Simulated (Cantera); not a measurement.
An isothermal plug-flow reactor at 823 K and 1.00 atm (inlet), inlet velocity 1.9 m/s, active area per volume 580 1/m; feed 0.633 % H2, 3.11 % O2, 91.0 % N2, 5.30 % H2O, equivalence ratio 0.10.

Model: Deutschmann's 1995 Pt surface mechanism with GRI-Mech 3.0 gas chemistry, integrated in Cantera. Catalytic surfaces can have several steady states; this one follows from the mechanism file's or the stated starting coverage. Mass transfer to the wall is taken as infinitely fast.

x: gas mole fraction; θ: surface coverage.

| z (m) | x H2 | x O2 | x H2O | θ free Pt | θ O* | θ OH* |
|---|---|---|---|---|---|---|
| 9.2e-05 | [?] | 0.0302 | 0.0548 | 0.296 | 0.694 | 0.0103 |
| 0.00015 | [?] | 0.0299 | 0.0555 | 0.254 | 0.736 | 0.00989 |
| 0.00026 | [?] | 0.0294 | 0.0564 | 0.203 | 0.788 | 0.00917 |
| 0.00043 | [?] | 0.0291 | 0.0573 | 0.158 | 0.833 | 0.00836 |
| 0.00071 | [?] | 0.0287 | 0.0580 | 0.123 | 0.869 | 0.00757 |
| 0.0012 | [?] | 0.0284 | 0.0587 | 0.0993 | 0.894 | 0.00690 |
| 0.002 | [?] | 0.0282 | 0.0591 | 0.0856 | 0.908 | 0.00647 |
| 0.0033 | [?] | 0.0281 | 0.0594 | 0.0788 | 0.915 | 0.00624 |
| 0.0055 | [?] | 0.0280 | 0.0595 | 0.0763 | 0.918 | 0.00615 |
| 0.0092 | [?] | 0.0280 | 0.0595 | 0.0758 | 0.918 | 0.00614 |

Task: What belongs in the gaps?

Result: 
- 9.2e-05, x H2: 0.00454
- 0.00015, x H2: 0.00384
- 0.00026, x H2: 0.00295
- 0.00043, x H2: 0.00214
- 0.00071, x H2: 0.00142
- 0.0012, x H2: 0.000807
- 0.002, x H2: 0.000373
- 0.0033, x H2: 0.000121
- 0.0055, x H2: 2.01e-5
- 0.0092, x H2: 1.02e-6
